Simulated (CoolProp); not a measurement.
Vapour-liquid equilibrium of carbon dioxide (1) + CHF3 (R23) (2) at 239.2 K; x and y are mole fractions of (1).

The numbers come from the multi-fluid Helmholtz-energy mixture model, Span 1996 and Penoncello 2003; pair parameters Bell 2016 in CoolProp.

Q: Give the bubble pressure and the first vapour's composition at x = 0.25, 0.45, 0.85. Is there an azeotrope?

A: x = 0.25: 1.005 MPa, y = 0.324; x = 0.45: 1.093 MPa, y = 0.530; x = 0.85: 1.220 MPa, y = 0.870. No azeotrope shows between x = 0.05 and 0.95.

The pair parameters rest on a limited set of measurements; away from them the model extrapolates.
